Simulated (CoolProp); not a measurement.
Properties of the fluoroketone C6F12O (FK-5-1-12) along the isotherm 226.85 °C.

Model: reference Helmholtz-energy equation of state, McLinden 2015, in CoolProp.

```
p (bar)          phase  density (kg/m³)  cp (kJ/(kg K))  isothermal compressibility (1/MPa)  expansivity (1/kK)  fugacity coefficient
-------  -------------  ---------------  --------------  ----------------------------------  ------------------  --------------------
3.34               gas            26.44           1.074                               3.119               2.330                0.9612
6.68               gas            55.21           1.087                               1.631               2.736                0.9236
10                 gas            86.58           1.102                               1.146               3.240                0.8873
13.4               gas            122.2           1.123                              0.9067               3.898                0.8509
16.7               gas            161.0           1.149                              0.7760               4.724                0.8164
20       supercritical            205.0           1.182                              0.6952               5.789                0.7827
23.4     supercritical            257.2           1.227                              0.6402               7.186                0.7487
26.7     supercritical            315.5           1.282                              0.5992               8.839                0.7166
30       supercritical            381.9           1.347                              0.5585               10.67                0.6856
33.4     supercritical            457.7           1.415                              0.5024               12.34                0.6551
36.7     supercritical            533.6           1.459                              0.4231               12.99                0.6272
40.1     supercritical            606.3           1.466                              0.3288               12.33                0.6007
43.4     supercritical            666.7           1.448                              0.2503               11.04                0.5773
46.7     supercritical            716.9           1.424                              0.1929               9.742                0.5563
```
